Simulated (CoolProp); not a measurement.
Vapour-liquid equilibrium of methanol (1) + acetone (2) at 2650 kPa; x and y are mole fractions of (1).

The numbers come from the multi-fluid Helmholtz-energy mixture model, de Reuck 1993 and Lemmon 2006; pair parameters Bell 2016 in CoolProp.

```csv
x,"bubble temperature, mixture model (°C)","bubble temperature, Raoult's law (°C)","y, mixture model","y, Raoult's law"
0.05,195.2,196.1,0.068,0.071
0.15,191.3,193.6,0.194,0.202
0.25,188.0,191.3,0.308,0.322
0.35,185.4,189.2,0.411,0.432
0.45,183.2,187.3,0.506,0.535
0.55,181.5,185.5,0.596,0.631
0.65,180.3,183.8,0.682,0.721
0.75,179.4,182.3,0.768,0.806
0.85,178.9,180.8,0.856,0.886
0.95,178.7,179.5,0.950,0.963
```

The largest gap from Raoult's law is -4.1 K in bubble temperature, at x = 0.45. y crosses x between x = 0.85 and 0.95: the model has an azeotrope there.

The pair parameters rest on a limited set of measurements; away from them the model extrapolates.
